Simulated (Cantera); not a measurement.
Input: 1 mol CaCO3, 4 mol H2, 5 mol CO2, held at 3.60 bar.

Cantera equilibrium calculation (NASA polynomials, part measured and part estimated; ideal gas, pure solids and liquids). Candidate condensed phases: C, C6H6, C7H8, C8H18, Ca, CaCO3, CaO, Ca(OH)2, H2O; 115 gas species. The numbers say what is thermodynamically allowed, not how fast it happens.

Problem. Which condensed phases are stable at each of these points (T (°C)): 477, 577, 677, 777, 877, 977, 1077, 1177, 1277, 1377, 1477, 1577, 1677?

Solution. 
```csv
T (°C),condensed phases,Ca condensed (%)
477,C(graphite) + CaCO3(calcite),100.0
577,C(graphite) + CaCO3(calcite),100.0
677,CaCO3(calcite),100.0
777,CaCO3(calcite),100.0
877,CaCO3(calcite),100.0
977,CaO(s),100.0
1077,CaO(s),100.0
1177,CaO(s),100.0
1277,CaO(s),100.0
1377,CaO(s),100.0
1477,CaO(s),100.0
1577,CaO(s),100.0
1677,CaO(s),100.0
```

From 477 °C to 577 °C the condensed part is C(graphite) + CaCO3(calcite). From 677 °C to 877 °C the condensed part is CaCO3(calcite). From 977 °C to 1677 °C the condensed part is CaO(s).
